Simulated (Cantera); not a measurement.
Mixture: CH4 : O2 : N2 : CO2 = 1 : 3.23 : 12.1 : 0.78 (molar parts), at 10.9 atm, adiabatic and at constant pressure. Ignition delay is the time to a rise of 400 K.

Computed with Cantera and GRI-Mech 3.0 (53 species, 325 reactions).

Question: Predict: delay at 1273 K; delay at 1323 K; delay at 1373 K; delay at 1423 K; delay at 1473 K; delay at 1523 K; apparent activation energy between 1423 and 1523 K.

Answer: 
- delay at 1273 K: 1.55 ms
- delay at 1323 K: 0.891 ms
- delay at 1373 K: 0.527 ms
- delay at 1423 K: 0.320 ms
- delay at 1473 K: 0.198 ms
- delay at 1523 K: 0.126 ms
- apparent activation energy between 1423 and 1523 K: 170 kJ/mol
